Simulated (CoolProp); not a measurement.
Sulfur hexafluoride along the isobar 18700 kPa: fugacity coefficient from the reference equation and from simpler models built on Tc = 318.7 K, pc = 3755 kPa, ω = 0.210; each cubic takes its own stable root.

Values from CoolProp's reference Helmholtz-energy equation of state, Guder 2009.

```csv
T (K),phase,reference
250.9,liquid,0.06150
260.3,liquid,0.07920
269.7,liquid,0.09960
279.2,liquid,0.1229
288.6,liquid,0.1485
298,liquid,0.1763
307.4,liquid,0.2062
316.9,liquid,0.2382
326.3,supercritical,0.2712
335.7,supercritical,0.3054
345.1,supercritical,0.3403
354.6,supercritical,0.3759
364,supercritical,0.4112
```

**Question.** How far does each simpler model (van der Waals, Redlich-Kwong, Soave-Redlich-Kwong, Peng-Robinson) lie from the reference over these 13 states: mean and median of the absolute difference, and the worst?

**Answer.** 
- van der Waals: mean 55.3 %, median 40.0 %, worst +160.5 % at 250.9 K and 18700 kPa
- Redlich-Kwong: mean 11.0 %, median 8.4 %, worst +30.1 % at 250.9 K and 18700 kPa
- Soave-Redlich-Kwong: mean 5.4 %, median 5.5 %, worst +5.6 % at 335.7 K and 18700 kPa
- Peng-Robinson: mean 4.7 %, median 4.8 %, worst -5.3 % at 250.9 K and 18700 kPa
